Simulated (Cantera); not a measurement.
# NO annealing gas

An isothermal, constant-pressure homogeneous reactor starts with NO : N2 = 1 : 3 (molar parts), at 2198 K and 10.00 Torr.

Model: GRI-Mech 3.0 (53 species, 325 reactions), integrated in Cantera. Radical loss at walls, strong at low pressure, is not modelled.

| t (s) | x NO | x O2 | x O | x NO2 | x N2 |
|---|---|---|---|---|---|
| 0.00100 | 0.250 | 2.24e-8 | 3.76e-6 | 3.97e-9 | 0.750 |
| 0.00277 | 0.250 | 1.80e-7 | 1.12e-5 | 2.25e-8 | 0.750 |
| 0.00765 | 0.250 | 1.56e-6 | 3.60e-5 | 1.01e-7 | 0.750 |
| 0.0211 | 0.250 | 1.43e-5 | 0.000120 | 3.81e-7 | 0.750 |
| 0.0585 | 0.249 | 0.000128 | 0.000371 | 1.18e-6 | 0.750 |
| 0.162 | 0.247 | 0.00101 | 0.000985 | 2.95e-6 | 0.751 |
| 0.447 | 0.234 | 0.00660 | 0.00217 | 6.25e-6 | 0.757 |
| 1.24 | 0.181 | 0.0322 | 0.00419 | 1.04e-5 | 0.783 |
| 3.42 | 0.0609 | 0.0907 | 0.00681 | 5.97e-6 | 0.842 |
| 9.46 | 0.0116 | 0.115 | 0.00780 | 1.27e-6 | 0.866 |
| 26.2 | 0.00982 | 0.116 | 0.00791 | 1.07e-6 | 0.867 |
| 72.3 | 0.00982 | 0.116 | 0.00791 | 1.07e-6 | 0.867 |
| 200 | 0.00982 | 0.116 | 0.00791 | 1.07e-6 | 0.867 |
x: mole fraction; the columns are a selection and need not sum to one.

Equilibrium at this temperature and pressure: NO 0.00982, O2 0.116, O 0.00791, NO2 1.07e-6, N2 0.867 (gas phase only).
